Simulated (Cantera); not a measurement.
What does this Cantera script print?

```python
import numpy as np
import cantera as ct

gas_names = """
    B BH BH2 BH3 BO BO2 B2 B2O B2O2 B2O3 B3O3H3 H HBO HBO2 HO2 H2 H2O H2O2 H3B3O6 O OH O2 O3
""".split()
cond_names = """
    B(b) B(L) B2O3(L) B3O3H3(cr) H2O(s) H2O(L)
""".split()


def load(file, names, dense=False):
    # The tables refer to 1 bar. Condensed volumes are neglected.
    table = {s.name: s for s in ct.Species.list_from_file(file)}
    out = []
    for n in names:
        d = dict(table[n].input_data)
        d["thermo"] = dict(d["thermo"], **{"reference-pressure": 1e5})
        if dense:
            d["equation-of-state"] = {"model": "constant-volume", "density": "1e6 g/cm^3"}
        out.append(ct.Species.from_dict(d))
    return out


gas = ct.Solution(thermo="ideal-gas", species=load("nasa_gas.yaml", gas_names))
cond = {s.name: ct.Solution(thermo="fixed-stoichiometry", species=[s], name=s.name)
        for s in load("nasa_condensed.yaml", cond_names, dense=True)}
atoms = {
    'B': {'B': 1},
    'H2O': {'H': 2, 'O': 1},
    'O2': {'O': 2},
}
top_T = {}  # K; cautious upper limits of use, not melting points


def equilibrate(T, P, feed):
    n = {}
    for name, mol in feed.items():
        for a, k in atoms[name].items():
            n[a] = n.get(a, 0.0) + k * mol
    gas.TPX = T, P, n
    mass = sum(n.values()) * gas.mean_molecular_weight
    gas.equilibrate("TP")
    valid = [c for c in cond.values() if c.min_temp <= T <= top_T.get(c.name, c.max_temp)]
    mix = ct.Mixture([(gas, mass / gas.mean_molecular_weight)] + [(c, 0.0) for c in valid])
    mix.T, mix.P = T, P
    mix.equilibrate("TP", solver="vcs", rtol=1e-11, max_steps=5000)
    return mix


results = []
feed = {'B': 1, 'H2O': 0.6, 'O2': 1.9}  # mol
P = 13  # Pa
for T in [773, 873, 973, 1073, 1173, 1273, 1373, 1473, 1573, 1673, 1773, 1873, 1973, 2073]:
    mix = equilibrate(T, P, feed)
    results.append((T, P, feed, dict(zip(mix.species_names, mix.species_moles))))

top = {s: max(r[3][s] / sum(r[3][g] for g in gas_names) for r in results) for s in gas_names}
cols = sorted((s for s in top if top[s] > 1e-06), key=lambda s: -top[s])[:7]
seen = [c for c in cond_names if any(r[3].get(c, 0) > 1e-12 for r in results)]
print("log10 of partial pressures in bar; condensed amounts in mol")
print(f"{'T/K':>10s}" + "".join(f"{s[:9]:>10s}" for s in cols + seen))
for T, P, feed, n in results:
    ng = sum(n[g] for g in gas_names)
    print(f"{T:10.4g}" + "".join(f"{np.log10(max(n[s] / ng * P / 1e5, 1e-99)):10.3f}" for s in cols)
          + "".join(f"{n.get(c, 0):10.4g}" for c in seen))
```

It prints:

```
log10 of partial pressures in bar; condensed amounts in mol
       T/K        O2      HBO2       H2O       BO2         O      B2O3        OH   B2O3(L)
       773    -4.068    -9.467    -4.351   -16.899   -15.706   -17.648   -11.952    0.4993
       873    -4.068    -8.090    -4.351   -14.290   -13.756   -14.517   -10.697    0.4996
       973    -4.069    -7.010    -4.352   -12.228   -12.204   -12.053    -9.699    0.4992
      1073    -4.070    -6.143    -4.356   -10.557   -10.940   -10.064    -8.888     0.495
      1173    -4.075    -5.439    -4.376    -9.179    -9.892    -8.429    -8.224     0.475
      1273    -4.091    -4.880    -4.448    -8.025    -9.014    -7.062    -7.695    0.4051
      1373    -4.133    -4.482    -4.659    -7.051    -8.277    -5.902    -7.324    0.2224
      1473    -4.179    -4.343    -4.925    -6.374    -7.644    -5.226    -7.049         0
      1573    -4.181    -4.362    -4.895    -6.044    -7.071    -5.178    -6.667         0
      1673    -4.184    -4.383    -4.869    -5.759    -6.568    -5.145    -6.331         0
      1773    -4.191    -4.409    -4.848    -5.511    -6.123    -5.125    -6.036         0
      1873    -4.204    -4.441    -4.836    -5.299    -5.728    -5.120    -5.777         0
      1973    -4.227    -4.485    -4.839    -5.118    -5.379    -5.132    -5.554         0
      2073    -4.266    -4.551    -4.870    -4.971    -5.073    -5.164    -5.371         0
```

Cantera equilibrium calculation (NASA polynomials, part measured and part estimated; ideal gas, pure solids and liquids).
